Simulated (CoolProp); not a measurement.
R1234yf along the isotherm 410 K: Z from the reference equation and from simpler models built on Tc = 367.8 K, pc = 3.384 MPa, ω = 0.276; each cubic takes its own stable root.

Values from CoolProp's reference Helmholtz-energy equation of state, Lemmon 2022.

```json
[
 {"p (MPa)": "0.141", "phase": "gas", "reference": "0.9899"},
 {"p (MPa)": "0.282", "phase": "gas", "reference": "0.9798"},
 {"p (MPa)": "0.423", "phase": "gas", "reference": "0.9695"},
 {"p (MPa)": "0.564", "phase": "gas", "reference": "0.9591"},
 {"p (MPa)": "0.705", "phase": "gas", "reference": "0.9487"},
 {"p (MPa)": "0.846", "phase": "gas", "reference": "0.9381"},
 {"p (MPa)": "0.987", "phase": "gas", "reference": "0.9274"},
 {"p (MPa)": "1.13", "phase": "gas", "reference": "0.9164"},
 {"p (MPa)": "1.27", "phase": "gas", "reference": "0.9055"},
 {"p (MPa)": "1.41", "phase": "gas", "reference": "0.8945"},
 {"p (MPa)": "1.55", "phase": "gas", "reference": "0.8833"},
 {"p (MPa)": "1.69", "phase": "gas", "reference": "0.8721"}
]
```

Q: How far does each simpler model (Pitzer virial, van der Waals, Redlich-Kwong, Peng-Robinson) lie from the reference over these 12 states: mean and median of the absolute difference, and the worst?

A: 
- Pitzer virial: mean 0.4 %, median 0.3 %, worst +1.1 % at 410 K and 1.69 MPa
- van der Waals: mean 0.2 %, median 0.3 %, worst +0.3 % at 410 K and 1.41 MPa
- Redlich-Kwong: mean 0.3 %, median 0.3 %, worst -0.6 % at 410 K and 1.69 MPa
- Peng-Robinson: mean 0.7 %, median 0.7 %, worst -1.2 % at 410 K and 1.69 MPa
